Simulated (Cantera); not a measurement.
A perfectly stirred reactor is fed with CH₄ : H₂ : O₂ = 0.0025 : 1 : 0.0069 (molar parts), equivalence ratio 73, at 0.200 bar; it is held at 1748 K, and followed from long to short residence time.

Cantera simulation using GRI-Mech 3.0 (53 species, 325 reactions); the numbers are that mechanism's predictions, not measurements.

Task: What does this change do: temperature 1748 to 2473 K?

Result: 
```json
[
 {"quantity": "x(CH₄) at τ = 0.360 s", "before": "0.00185", "after": "3.72e-6"},
 {"quantity": "x(H₂) at τ = 0.360 s", "before": "0.983", "after": "0.939"},
 {"quantity": "x(O₂) at τ = 0.360 s", "before": "1.39e-5", "after": "1.08e-7"},
 {"quantity": "x(CO₂) at τ = 0.360 s", "before": "3.04e-7", "after": "4.55e-6"},
 {"quantity": "x(CH₂CO) at τ = 0.360 s", "before": "1.17e-8", "after": "5.01e-11"},
 {"quantity": "x(CH₄) at τ = 59.0 ms", "before": "0.00204", "after": "2.52e-5"},
 {"quantity": "x(H₂) at τ = 59.0 ms", "before": "0.983", "after": "0.942"},
 {"quantity": "x(O₂) at τ = 59.0 ms", "before": "4.67e-5", "after": "6.05e-7"},
 {"quantity": "x(CO₂) at τ = 59.0 ms", "before": "2.91e-7", "after": "4.47e-6"},
 {"quantity": "x(CH₂CO) at τ = 59.0 ms", "before": "1.52e-8", "after": "1.31e-9"}
]
```

Task: What does this change do: temperature 1748 to 2725 K?

Result: 
| quantity | before | after |
|---|---|---|
| x(CH₄) at τ = 0.360 s | 0.00185 | 1.32e-7 |
| x(H₂) at τ = 0.360 s | 0.983 | 0.858 |
| x(O₂) at τ = 0.360 s | 1.39e-5 | 2.06e-7 |
| x(CO₂) at τ = 0.360 s | 3.04e-7 | 4.00e-6 |
| x(CH₂CO) at τ = 0.360 s | 1.17e-8 | 1.71e-12 |
| x(CH₄) at τ = 59.0 ms | 0.00204 | 9.37e-7 |
| x(H₂) at τ = 59.0 ms | 0.983 | 0.863 |
| x(O₂) at τ = 59.0 ms | 4.67e-5 | 3.39e-7 |
| x(CO₂) at τ = 59.0 ms | 2.91e-7 | 4.00e-6 |
| x(CH₂CO) at τ = 59.0 ms | 1.52e-8 | 2.37e-11 |
